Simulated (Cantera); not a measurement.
Charge: 1 mol ZrO2, 0.34 mol H2, 6.3 mol N2, equilibrated at 1350 K and 0.0100 bar.

These are equilibrium values from Cantera (NASA tables, ideal gas, pure condensed phases), not measurements of a reactor. Candidate condensed phases: H2O, Zr, ZrN, ZrO2; 28 gas species. Rates play no part.

Base state: N2 0.949, H2 0.0512 (mole fractions); condensed: ZrO2(monoclinic).

Q: What changes in the equilibrium state with this change: ZrO2 replaced by PbO?

A: 
```csv
species,before,after
N2,0.949,0.824
PbO,0,0.0846
Pb,0,0.0462
H2,0.0512,3.09e-6
H2O,1.63e-7,0.0445
O2,<1e-9,0.000861
NO,<1e-9,3.55e-5
"ZrO2(monoclinic), mol",1.000,0
```
Gases not in the tables: (PbO)n polymers. Further candidate phases: Pb, PbO, PbO2, Pb3O4.
